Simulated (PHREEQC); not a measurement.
Solution (25 °C): 0.014 mmol/kgw NH4Cl, 1.5 mmol/kgw Na2SO4 and 0.00064 mmol/kgw NaCl. Closed to the air; pH follows from the charge balance.

All values are PHREEQC results (ion-association model, phreeqc.dat), not measurements.

- pH: 6.91
- ionic strength: 0.00448 mol/kgw
- specific conductance: 360 µS/cm

```json
[
 {"species": "Na+", "molality": "0.00298", "activity": "0.00278", "log γ": "-0.031"},
 {"species": "SO4-2", "molality": "0.00148", "activity": "0.00112", "log γ": "-0.123"},
 {"species": "NaSO4-", "molality": "1.67e-5", "activity": "1.55e-5", "log γ": "-0.031"},
 {"species": "Cl-", "molality": "1.46e-5", "activity": "1.36e-5", "log γ": "-0.032"},
 {"species": "NH4+", "molality": "1.37e-5", "activity": "1.28e-5", "log γ": "-0.032"},
 {"species": "NH4SO4-", "molality": "1.97e-7", "activity": "1.83e-7", "log γ": "-0.031"},
 {"species": "H+", "molality": "1.32e-7", "activity": "1.24e-7", "log γ": "-0.029"},
 {"species": "OH-", "molality": "8.80e-8", "activity": "8.18e-8", "log γ": "-0.032"},
 {"species": "NH3", "molality": "5.87e-8", "activity": "5.87e-8", "log γ": "0.000"},
 {"species": "HSO4-", "molality": "1.44e-8", "activity": "1.34e-8", "log γ": "-0.031"}
]
```

No solid was allowed to form.
